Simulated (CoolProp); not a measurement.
Computed with CoolProp (reference Helmholtz-energy equation of state, Wagner 2002).

Task: For water, give the phase and the density (kg/m³), cp (kJ/(kg K)), isothermal compressibility (1/MPa), Prandtl number at 614.8 K and 100000 kPa; 666.9 K and 100000 kPa; 849.3 K and 100000 kPa.

Result: 
- 614.8 K and 100000 kPa: liquid; density 773, cp 4.57, isothermal compressibility 0.00129, Prandtl number 0.724
- 666.9 K and 100000 kPa: supercritical; density 702, cp 4.85, isothermal compressibility 0.00200, Prandtl number 0.753
- 849.3 K and 100000 kPa: supercritical; density 406, cp 5.39, isothermal compressibility 0.00877, Prandtl number 0.960

Viscosity comes from a separate model (Huber 2009). Thermal conductivity comes from a separate model (Huber 2012).
